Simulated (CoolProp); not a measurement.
Vapour-liquid equilibrium of ethylene (1) + n-perfluorobutane (2) at -47.05 °C; x and y are mole fractions of (1).

Model: multi-fluid Helmholtz-energy mixture model, Smukala 2000 and Gao 2022; pair parameters Bell 2016, in CoolProp.

```tsv
x	bubble pressure, mixture model (bar)	bubble pressure, Raoult's law (bar)	y, mixture model	y, Raoult's law
0.05	1.533	0.6835	___	0.854
0.2	5.846	2.420	0.981	0.965
0.35	8.348	4.156	0.986	0.984
0.5	9.069	5.892	0.987	0.991
0.65	___	7.628	0.988	0.995
0.8	9.776	9.365	___	0.998
0.95	11.05	11.10	0.996	1.000
```

**Question.** Complete the blanks.

**Answer.** 
- 0.05, y, mixture model: 0.931
- 0.65, bubble pressure, mixture model (bar): 9.255
- 0.8, y, mixture model: 0.990

The largest gap from Raoult's law is +141.6 % in bubble pressure, at x = 0.2. No azeotrope shows between x = 0.05 and 0.95.

The pair parameters rest on a limited set of measurements; away from them the model extrapolates. The gap from Raoult's law changes sign with composition, which may be real or a fault of the pair parameters; it wasn't checked against measurements. With so large a gap from Raoult's law the liquid may split in two, which this calculation doesn't test in full.
